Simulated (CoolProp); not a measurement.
R227EA at 293.15 K and 0.321 MPa is compressed adiabatically to 1.51 MPa with isentropic efficiency 0.85. Each further row changes one setting.

The numbers come from the reference Helmholtz-energy equation of state, Lemmon 2016 in CoolProp.

| case | work (kJ/kg) | final temperature (K) | final phase | final density (kg/m³) |
|---|---|---|---|---|
| as stated | 22.0 | 343.8 | two-phase, vapour fraction 0.943 | 141 |
| efficiency 1 | 18.7 | 343.8 | (withheld) | (withheld) |
| efficiency 0.65 | 28.8 | (withheld) | gas | 131 |

Problem. What belongs in the gaps?

Solution. 
- efficiency 1, final phase: two-phase, vapour fraction 0.900
- efficiency 1, final density (kg/m³): 147
- efficiency 0.65, final temperature (K): 345.7
